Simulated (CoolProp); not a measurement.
Vapour-liquid equilibrium of R134a (1) + R123 (2) at 0.209 MPa; x and y are mole fractions of (1).

Computed with CoolProp (multi-fluid Helmholtz-energy mixture model, Tillner-Roth 1994 and Younglove 1994; pair parameters Bell 2016).

Give the bubble temperature and the first vapour's composition at x = 0.5, 0.8, 0.95. Is there an azeotrope?

x = 0.5: 3.9 °C, y = 0.889; x = 0.8: -4.5 °C, y = 0.961; x = 0.95: -7.9 °C, y = 0.990. No azeotrope shows between x = 0.05 and 0.95.

The pair parameters rest on a limited set of measurements; away from them the model extrapolates.
